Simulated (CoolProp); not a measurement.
Vapour-liquid equilibrium of R152A (1) + isobutane (2) at 346.1 K; x and y are mole fractions of (1).

The numbers come from the multi-fluid Helmholtz-energy mixture model, Outcalt 1996 and Bücker 2006; pair parameters Bell 2016 in CoolProp.

| x | bubble pressure, mixture model (bar) | bubble pressure, Raoult's law (bar) | y, mixture model | y, Raoult's law |
|---|---|---|---|---|
| 0.05 | 12.97 | 12.02 | 0.122 | 0.084 |
| 0.2 | 16.29 | 13.30 | 0.351 | 0.303 |
| 0.35 | 18.61 | 14.58 | 0.490 | 0.483 |
| 0.5 | 20.18 | 15.86 | 0.595 | 0.635 |
| 0.65 | 21.12 | 17.14 | 0.690 | 0.763 |
| 0.8 | 21.40 | 18.42 | 0.795 | 0.874 |
| 0.95 | 20.71 | 19.71 | 0.936 | 0.971 |

The largest gap from Raoult's law is +27.6 % in bubble pressure, at x = 0.35. y crosses x between x = 0.65 and 0.8: the model has an azeotrope there.

The pair parameters rest on a limited set of measurements; away from them the model extrapolates.
